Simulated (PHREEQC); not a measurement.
PHREEQC input (ion-association model, wateq4f.dat):

```
SOLUTION_MASTER_SPECIES
  An  An-  0  An  62.0  # stands for a non-complexing anion
SOLUTION_SPECIES
  An- = An-
    -log_k 0
    -gamma 3.0 0
PHASES
  Fix_H+
    H+ = H+
    -log_k 0
SOLUTION 1
  temp 25
  units mmol/kgw
  pH 7 charge
  Se(6) 0.0021
  Na 300.004
  An 300
END
SELECTED_OUTPUT 1
  -reset false
  -pH true
  -pe true
  -ionic_strength true
  -water true
  -totals Na Se Se(-2) Se(4) Se(6)
  -molalities Hfo_wOH Hfo_wOH2+ Hfo_wO- Hfo_sOH Hfo_sOH2+ Hfo_sO- Hfo_wSeO4- Hfo_wOHSeO4-2
USER_PUNCH 1
  -headings sigma psi
  10 PUNCH EDL("sigma", "Hfo"), EDL("psi", "Hfo")
PRINT
  -reset false
USE solution 1
SURFACE 1
  Hfo_wOH 4.04494e-05 600 0.018
  Hfo_sOH 1.01124e-06
EQUILIBRIUM_PHASES 1
  Fix_H+ -4 HAn 10
    -force_equality true
  O2(g) -0.68 10
END
# ... the last block is repeated for the other 16 points of pH, with NaOH or the acid as the point needs
```

Selected output (columns that matter, 17 of 17 rows; pH added in front):

```
pH	mu	Na	Se	m_Hfo_wOH	m_Hfo_wOH2+	m_Hfo_wO-	m_Hfo_sOH	m_Hfo_sOH2+	m_Hfo_sO-	m_Hfo_wSeO4-	m_Hfo_wOHSeO4-2	sigma	psi
4	0.30015	0.3	1.4625e-06	2.178e-06	3.7631e-05	2.8877e-09	5.5321e-08	9.5585e-07	7.3349e-11	5.6355e-07	7.3958e-08	0.33837	0.12142
4.5	0.30006	0.3	1.5658e-06	5.3405e-06	3.4556e-05	1.8908e-08	1.353e-07	8.7546e-07	4.7902e-10	3.9556e-07	1.3862e-07	0.31038	0.11707
5	0.30003	0.3	1.7372e-06	1.0535e-05	2.9466e-05	8.6281e-08	2.6575e-07	7.4331e-07	2.1766e-09	2.0035e-07	1.6242e-07	0.26442	0.10904
5.5	0.30002	0.3	1.9167e-06	1.667e-05	2.3323e-05	2.7296e-07	4.1866e-07	5.8573e-07	6.8552e-09	6.994e-08	1.1335e-07	0.20846	0.097262
6	0.30002	0.3	2.0319e-06	2.2225e-05	1.751e-05	6.4625e-07	5.5657e-07	4.3849e-07	1.6184e-08	1.7555e-08	5.0524e-08	0.15338	0.082437
6.5	0.30001	0.3	2.0804e-06	2.6382e-05	1.2802e-05	1.2455e-06	6.5988e-07	3.2021e-07	3.1152e-08	3.4638e-09	1.6186e-08	0.10552	0.06531
7	0.30001	0.3	2.0953e-06	2.9054e-05	9.3145e-06	2.0761e-06	7.2644e-07	2.3289e-07	5.191e-08	5.8156e-10	4.1133e-09	0.06621	0.046381
7.5	0.30001	0.3	2.099e-06	3.0499e-05	6.8295e-06	3.1202e-06	7.6249e-07	1.7074e-07	7.8006e-08	8.7556e-11	8.866e-10	0.033953	0.026022
8	0.30001	0.3	2.0998e-06	3.1033e-05	5.0322e-06	4.3842e-06	7.7583e-07	1.2581e-07	1.096e-07	1.2307e-11	1.721e-10	0.0059316	0.0047363
8.5	0.30001	0.30001	2.1e-06	3.0831e-05	3.6463e-06	5.972e-06	7.7078e-07	9.1159e-08	1.493e-07	1.6766e-12	3.2144e-11	-0.021299	-0.016733
9	0.30002	0.30002	2.1e-06	2.9824e-05	2.5113e-06	8.114e-06	7.4561e-07	6.2783e-08	2.0285e-07	2.2779e-13	6.1341e-12	-0.051309	-0.037584
9.5	0.30006	0.30006	2.1e-06	2.7745e-05	1.5862e-06	1.1118e-05	6.9364e-07	3.9655e-08	2.7795e-07	3.1212e-14	1.2379e-12	-0.08729	-0.057214
10	0.30016	0.30017	2.1e-06	2.4305e-05	8.8695e-07	1.5258e-05	6.0762e-07	2.2174e-08	3.8144e-07	4.2833e-15	2.6614e-13	-0.13161	-0.075259
10.5	0.30048	0.30049	2.1e-06	1.9424e-05	4.1948e-07	2.0606e-05	4.8561e-07	1.0487e-08	5.1514e-07	5.784e-16	6.073e-14	-0.18486	-0.091358
11	0.30149	0.3015	2.1e-06	1.3513e-05	1.5621e-07	2.678e-05	3.3783e-07	3.9053e-09	6.695e-07	7.5145e-17	1.4739e-14	-0.24382	-0.10488
11.5	0.30468	0.3047	2.1e-06	7.6941e-06	4.1456e-08	3.2714e-05	1.9235e-07	1.0364e-09	8.1785e-07	9.1699e-18	3.8584e-15	-0.29921	-0.11485
12	0.31481	0.31482	2.1e-06	3.4085e-06	7.1867e-09	3.7034e-05	8.5213e-08	1.7967e-10	9.2585e-07	1.0349e-18	1.1124e-15	-0.33909	-0.12032
```
